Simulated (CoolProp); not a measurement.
The numbers come from the reference Helmholtz-energy equation of state, de Reuck 1993 in CoolProp.

Question: Give the vapour pressure (MPa), liquid density (kg/m³), vapour density (kg/m³), enthalpy of vaporisation (kJ/kg) of saturated methanol at 321.8, 358.7, 420.3 K.

Answer: 
| T (K) | p (MPa) | liquid density (kg/m³) | vapour density (kg/m³) | enthalpy of vaporisation (kJ/kg) |
|---|---|---|---|---|
| 321.8 | 0.0525 | 764 | 0.654 | 1130 |
| 358.7 | 0.220 | 727 | 2.56 | 1060 |
| 420.3 | 1.30 | 650 | 14.9 | 872 |
